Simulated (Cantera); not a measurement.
Input (Python, Cantera):

```python
import numpy as np
import cantera as ct

gas = ct.Solution("gri30.yaml")
gas.TPX = 1323, 13332, {'N2O': 1, 'H2O': 0.028}
inlet = ct.Reservoir(gas, clone=True)

reactor = ct.IdealGasConstPressureReactor(gas, energy="off", clone=False)
exhaust = ct.Reservoir(gas, clone=True)
tau = [2.3, 0.89, 0.34, 0.13, 0.051, 0.02, 0.0076, 0.0029, 0.0011][0]
for a, b in ((inlet, reactor), (reactor, exhaust)):
    ct.MassFlowController(a, b, mdot=lambda t: reactor.mass / tau)
net = ct.ReactorNet([reactor])
show = ['N2O', 'H2O', 'NO2', 'H', 'O', 'HO2']

rows = []
print(f"{'tau/s':>10s}{'T/K':>9s}" + "".join(f"{s:>11s}" for s in show))
for tau in [2.3, 0.89, 0.34, 0.13, 0.051, 0.02, 0.0076, 0.0029, 0.0011]:
    net.initial_time = 0.0
    net.advance(30 * tau)
    before = gas.X
    net.advance(40 * tau)
    drift = np.max(np.abs(gas.X - before) / (gas.X + 1e-9))
    rows.append([gas.T, *gas[show].X, drift])
    print(f"{tau:10.3e}{gas.T:9.1f}" + "".join(f"{x:11.3e}" for x in gas[show].X))
```

Output:

```
     tau/s      T/K        N2O        H2O        NO2          H          O        HO2
 2.300e+00   1323.0  2.812e-01  2.088e-02  3.081e-04  2.812e-08  8.926e-06  1.546e-07
 8.900e-01   1323.0  4.912e-01  2.280e-02  4.492e-04  2.398e-08  9.460e-06  3.591e-07
 3.400e-01   1323.0  7.040e-01  2.475e-02  5.584e-04  2.071e-08  9.813e-06  8.554e-07
 1.300e-01   1323.0  8.476e-01  2.607e-02  5.373e-04  1.903e-08  1.011e-05  1.859e-06
 5.100e-02   1323.0  9.191e-01  2.672e-02  3.923e-04  1.822e-08  1.041e-05  3.428e-06
 2.000e-02   1323.0  9.509e-01  2.701e-02  2.112e-04  1.732e-08  1.069e-05  5.408e-06
 7.600e-03   1323.0  9.644e-01  2.714e-02  7.650e-05  1.546e-08  1.086e-05  7.359e-06
 2.900e-03   1323.0  9.696e-01  2.719e-02  1.760e-05  1.229e-08  1.088e-05  8.050e-06
 1.100e-03   1323.0  9.716e-01  2.722e-02  2.150e-06  7.919e-09  1.076e-05  5.756e-06
```

Model: GRI-Mech 3.0 (53 species, 325 reactions), integrated in Cantera. GRI-Mech 3.0 was tuned for natural gas; its chemistry of N2O as a main component is partial and can be far from experiment. The mechanism lacks the step 2 NO + O2 → 2 NO2, which can matter for NO2 below about 1400 K. The temperature is held fixed by assumption; the heat of reaction is taken as removed at once.
